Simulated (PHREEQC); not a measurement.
Consider water at 25 °C with 0.1 mol KHF2 per kg of water. Closed to the air; pH follows from the charge balance.

All values are PHREEQC results (ion-association model, wateq4f.dat), not measurements.

Each row changes one thing in this solution. No solid was allowed to form.

| case | pH | ionic strength (mol/kgw) | F- (mol/kgw) | HF (mol/kgw) | HF2- (mol/kgw) | H2F2 (mol/kgw) |
|---|---|---|---|---|---|---|
| as made | 3.18 | 0.101 | 0.0815 | 0.0604 | 0.0193 | 0.00973 |
| temperature from 25 to 45 °C | 3.28 | 0.101 | 0.0781 | 0.0659 | 0.0225 | 0.00548 |
| diluted 100-fold with water | 3.48 | 0.00135 | 0.00134 | 0.000647 | 3.34e-6 | 1.09e-6 |
| KHF2 from 0.1 to 0.05 mol/kgw | 3.17 | 0.0508 | 0.0445 | 0.0361 | 0.00624 | 0.00344 |
| diluted 5-fold with water | 3.18 | 0.0207 | 0.0195 | 0.0166 | 0.00125 | 0.000719 |
| diluted 2-fold with water | 3.17 | 0.0508 | 0.0445 | 0.0361 | 0.00624 | 0.00344 |
| 0.008 mol/kgw Cs2CO3 added | 3.32 | 0.117 | 0.0972 | 0.0505 | 0.0193 | 0.00682 |

wateq4f.dat counts part of the HF as a dimer, H2F2, which phreeqc.dat doesn't know; its constant is uncertain. At this temperature some constants are extrapolated from 25 °C, and those without enthalpy data are left unchanged.
